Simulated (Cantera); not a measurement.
Input: 1 mol SiCl4, 11 mol O2, a varied amount of N2, at 773 K and 0.290 bar.

Cantera equilibrium calculation (NASA polynomials, part measured and part estimated; ideal gas, pure solids and liquids). Candidate condensed phases: Si, SiO2, Si2N2O, Si3N4; 23 gas species. Rates play no part.

### Question
At 78 mol N2, list the 3 most abundant gas species with their mole fractions, and the condensed phases.

### Answer
N2 0.867, O2 0.111, Cl2 0.0222. Condensed: SiO2(α-quartz).
